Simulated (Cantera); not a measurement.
Standard-state values (1 bar) from the NASA 1993 polynomials, evaluated with Cantera. Values are per mole of reaction as written; species without (g) are pure solids or liquids, kept so even where they would boil at 1 bar.

**Question.** Between 300 and 2173 K, where is each reaction favourable under standard conditions?
- CO2(g) + Pb ⇌ CO(g) + PbO(g)

**Answer.** 
- CO2(g) + Pb ⇌ CO(g) + PbO(g): ΔG° is 306 kJ at 300 K and 44 kJ at 2173 K; it stays positive (K < 1). ΔH° is 325 kJ and ΔS° 129 J/K at 2173 K.
